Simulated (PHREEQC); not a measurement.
A solution holds 1.8 mmol/kgw Cu(BF4)2 and 1.6 mmol/kgw HNO3, at 25 °C. Closed to the air; pH follows from the charge balance.

All values are PHREEQC results (ion-association model, phreeqc.dat), not measurements.

No solid was allowed to form.

Problem. What pH does the model give?

Solution. pH 2.75.

Problem. In which forms is F present?

Solution. BF4- 62 %, HF 22 %, F- 8.9 %, BF3OH- 5.4 %, BF2(OH)2- 1.6 % of the F.

Real BF4- forms and hydrolyses slowly; the run takes it at equilibrium.
